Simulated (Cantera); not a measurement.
Charge: 1 mol Si, 0.45 mol H2O, 29 mol N2, 0.014 mol CH4, at 0.000600 bar.

Method: chemical equilibrium by Gibbs-energy minimisation in Cantera with the NASA 1993 tables (ideal gas, pure condensed phases). Candidate condensed phases: C, C6H6, C7H8, C8H18, H2O, Si, SiC, SiO2, Si2N2O, Si3N4; 151 gas species. N2 is the only nitrogen source here; it is nearly inert below about 1500 K, so the nitride shown seldom forms there in practice. Mutual solubility and eutectic melting of coexisting phases are not modelled. The tables' values for SiN are old estimates; treat these amounts as uncertain. Rates play no part.

x: gas mole fraction; n: condensed amount in mol.

```tsv
T (°C)	x N2	x H2	x SiO	x Si	x H	x CO	n C(graphite)	n Si2N2O(s)	n Si3N4(s)	n SiC(s)	n Si(l)
752	0.983	0.0165	<1e-12	<1e-12	2.28e-8	6.06e-8	0.0140	0.450	0.0333	0	0
827	0.983	0.0165	2.69e-11	<1e-12	1.36e-7	8.56e-7	0.0139	0.450	0.0333	0	0
902	0.983	0.0165	1.59e-9	<1e-12	6.43e-7	8.57e-6	0.0135	0.450	0.0335	0	0
977	0.983	0.0165	?	?	?	?	0	0.449	0.0300	?	0
1052	0.983	0.0165	1.35e-6	2.16e-9	8.57e-6	9.48e-5	0	0.447	0.0315	0.0110	0
1127	0.983	0.0165	2.27e-5	6.25e-8	2.55e-5	0.000201	0	0.444	0.0348	0.00798	0
1202	0.983	0.0165	0.000284	1.28e-6	6.79e-5	0.000394	0	0.430	0.0429	0.00241	0
1277	0.980	0.0164	0.00277	1.95e-5	0.000164	0.000478	0	0.356	0.0693	0	0
1352	0.968	0.0160	0.0147	?	?	0.000471	0	0	?	0	0
1427	0.967	0.0156	0.0146	0.00113	0.000751	0.000459	0	0	0	0	0.527
1502	0.965	0.0152	0.0145	0.00366	0.00146	0.000449	0	0	0	0	0.445
```

Problem. Some entries are withheld; supply them.

Solution. 
- 1352, x Si: 0.000231
- 1352, x H: 0.000364
- 1352, n Si3N4(s): 0.185
- 977, x SiO: 5.69e-8
- 977, x Si: 4.95e-11
- 977, x H: 2.53e-6
- 977, x CO: 4.09e-5
- 977, n SiC(s): 0.0125
